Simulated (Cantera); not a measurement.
# Thermodynamics of hydrogen reduction and annealing atmospheres, feed Ta2O5 + H2

A closed system holds: 1 mol Ta2O5, a varied amount of H2, at 0.130 bar.

Cantera equilibrium calculation (NASA polynomials, part measured and part estimated; ideal gas, pure solids and liquids). Candidate condensed phases: H2O, Ta, Ta2O5; 12 gas species. Mutual solubility and eutectic melting of coexisting phases are not modelled. Condensed phases not in the tables: N, O or C dissolved in the metal. Equilibrium is a limit: real reactors are often held back by kinetics, nucleation or transport.

Map the stable condensed phases over T = 1623, 1673, 1723, 1773, 1823, 1873, 1923, 1973, 2023, 2073, 2123 K and n(H2) in mol = 0.58, 1.6, 4.3, 12, 32, 87, 240, 650.


```
T in K \ n(H2) in mol
         0.58  1.6  4.3   12   32   87  240  650
   2123     A    A    A    A    A    A    A    A
   2073     A    A    A    A    A    A    A    A
   2023     A    A    A    A    A    A    A    A
   1973     A    A    A    A    A    A    A    A
   1923     A    A    A    A    A    A    A    A
   1873     A    A    A    A    A    A    A    A
   1823     B    A    A    A    A    A    A    A
   1773     B    A    A    A    A    A    A    A
   1723     B    A    A    A    A    A    A    A
   1673     B    A    A    A    A    A    A    A
   1623     B    B    A    A    A    A    A    A
```
A: Ta + Ta2O5; B: Ta2O5.
